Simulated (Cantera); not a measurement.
A Cantera script and its output.

```python
import numpy as np
import cantera as ct

gas = ct.Solution("gri30.yaml")
gas.TPX = 1823, 340, {'CH4': 1, 'N2': 89}
inlet = ct.Reservoir(gas, clone=True)

reactor = ct.IdealGasConstPressureReactor(gas, energy="off", clone=False)
exhaust = ct.Reservoir(gas, clone=True)
tau = [3.6, 1.3, 0.48, 0.17, 0.064, 0.023, 0.0085][0]
for a, b in ((inlet, reactor), (reactor, exhaust)):
    ct.MassFlowController(a, b, mdot=lambda t: reactor.mass / tau)
net = ct.ReactorNet([reactor])
show = ['CH4', 'C2H6', 'HCN', 'H2', 'H']

rows = []
print(f"{'tau/s':>10s}{'T/K':>9s}" + "".join(f"{s:>11s}" for s in show))
for tau in [3.6, 1.3, 0.48, 0.17, 0.064, 0.023, 0.0085]:
    net.initial_time = 0.0
    net.advance(30 * tau)
    before = gas.X
    net.advance(40 * tau)
    drift = np.max(np.abs(gas.X - before) / (gas.X + 1e-9))
    rows.append([gas.T, *gas[show].X, drift])
    print(f"{tau:10.3e}{gas.T:9.1f}" + "".join(f"{x:11.3e}" for x in gas[show].X))
```

It prints:

```
     tau/s      T/K        CH4       C2H6        HCN         H2          H
 3.600e+00   1823.0  1.952e-03  2.679e-08  3.582e-05  1.328e-02  8.525e-05
 1.300e+00   1823.0  3.675e-03  6.194e-08  1.076e-05  1.055e-02  5.983e-05
 4.800e-01   1823.0  6.179e-03  1.070e-07  2.450e-06  6.639e-03  3.565e-05
 1.700e-01   1823.0  9.141e-03  1.004e-07  2.303e-07  2.266e-03  1.337e-05
 6.400e-02   1823.0  1.067e-02  3.107e-08  8.741e-09  3.478e-04  3.532e-06
 2.300e-02   1823.0  1.100e-02  4.400e-09  3.979e-10  6.068e-05  1.673e-06
 8.500e-03   1823.0  1.107e-02  5.420e-10  2.707e-11  1.862e-05  1.388e-06
```

Detailed kinetics in Cantera: GRI-Mech 3.0 (53 species, 325 reactions). GRI-Mech 3.0 stops at C3 and has no aromatics, soot or wall deposition, so with more carbon than oxygen in the feed, carbon stays in small species such as C2H2 where larger ones or solid carbon would form. Radical loss at walls, strong at low pressure, is not modelled.
